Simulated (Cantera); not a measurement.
What does this Cantera script print?

```python
import numpy as np
import cantera as ct

gas_names = """
    H2O H2O2
""".split()
cond_names = """
    Cu2O(s) Cu2O(L) Cu(cr) Cu(L)
""".split()


# ... load() reads the species with a 1 bar reference pressure and builds the phases ...
species = {s.name: s for s in load("nasa_gas.yaml", gas_names) + load("nasa_condensed.yaml", cond_names)}
# Each term lists the table entries of one substance; the one whose range holds T is used.
reactions = {
    'Cu2O + H2O(g) = H2O2(g) + 2 Cu':
        [(-1, ['Cu2O(s)', 'Cu2O(L)']), (-1, ['H2O']), (1, ['H2O2']), (2, ['Cu(cr)', 'Cu(L)'])],
}


def pick(names, T):
    return next(species[n] for n in names if species[n].thermo.min_temp <= T <= species[n].thermo.max_temp)


results = []
for label, terms in reactions.items():
    print(label)
    print("     T/K   dH/kJ  dS/(J/K)   dG/kJ   log10 K")
    for T in [1075, 1175, 1275, 1375, 1475, 1575, 1675, 1775, 1875, 1975]:
        used = [(nu, pick(names, T)) for nu, names in terms]
        dH = sum(nu * s.thermo.h(T) for nu, s in used) / 1e6
        dS = sum(nu * s.thermo.s(T) for nu, s in used) / 1e3
        dG = dH - T * dS / 1e3
        logK = -dG * 1e6 / (ct.gas_constant * T * np.log(10))
        results.append((label, T, dH, dS, dG, logK, [s.name for _, s in used]))
        print(f"{T:8g} {dH:8.1f} {dS:8.1f} {dG:8.1f} {logK:8.2f}")
```

Output:

```
Cu2O + H2O(g) = H2O2(g) + 2 Cu
     T/K   dH/kJ  dS/(J/K)   dG/kJ   log10 K
    1075    273.5     14.8    257.6   -12.52
    1175    273.2     14.5    256.2   -11.39
    1275    272.9     14.2    254.7   -10.44
    1375    298.8     33.3    253.0    -9.61
    1475    298.2     32.9    249.7    -8.84
    1575    232.4    -10.5    248.9    -8.25
    1675    231.2    -11.2    250.0    -7.80
    1775    230.0    -11.9    251.1    -7.39
    1875    228.7    -12.6    252.4    -7.03
    1975    227.5    -13.2    253.7    -6.71
```

Source: NASA polynomial tables (part measured, part estimated), evaluated in Cantera. Condensed species are held in their standard states even where they would react or evaporate.
